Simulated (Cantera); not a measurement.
## Hydrocarbon pyrolysis for carbon deposition

An isothermal, constant-pressure homogeneous reactor starts with 22.7 % CH4, 77.3 % H2, at 1800 K and 3100 Pa.

Computed with Cantera and GRI-Mech 3.0 (53 species, 325 reactions). GRI-Mech 3.0 stops at C3 and has no aromatics, soot or wall deposition, so with more carbon than oxygen in the feed, carbon stays in small species such as C2H2 where larger ones or solid carbon would form. Radical loss at walls, strong at low pressure, is not modelled.

```tsv
t (s)	x CH4	x H2	x C2H2	x CH2	x H
3.00e-5	0.227	0.773	<1e-12	1.47e-10	7.11e-6
0.000172	0.227	0.773	1.32e-9	7.84e-9	3.40e-5
0.000985	0.226	0.773	2.58e-6	2.53e-7	0.000189
0.00565	0.205	0.782	0.00390	3.55e-6	0.000904
0.0324	0.0966	0.847	0.0508	2.98e-6	0.00124
0.185	0.0190	0.894	0.0844	1.23e-6	0.00164
1.06	0.00251	0.904	0.0914	2.50e-7	0.00192
6.09	0.000558	0.905	0.0922	5.85e-8	0.00195
34.9	0.000468	0.905	0.0922	4.92e-8	0.00195
200	0.000468	0.905	0.0922	4.92e-8	0.00195
```
x: mole fraction; the columns are a selection and need not sum to one.

Equilibrium at this temperature and pressure: CH4 0.000468, H2 0.905, C2H2 0.0922, CH2 4.92e-8, H 0.00195 (gas phase only).
